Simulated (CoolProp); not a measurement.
Computed with CoolProp (reference Helmholtz-energy equation of state, de Reuck 1993).

Task: Give the vapour pressure (MPa), liquid density (kg/m³), enthalpy of vaporisation (kJ/kg), vapour Z of saturated methanol at 125.55, 155.85 °C.

Result: 
| T (°C) | p (MPa) | liquid density (kg/m³) | enthalpy of vaporisation (kJ/kg) | vapour Z |
|---|---|---|---|---|
| 125.55 | 0.747 | 680 | 949 | 0.856 |
| 155.85 | 1.60 | 637 | 836 | 0.776 |
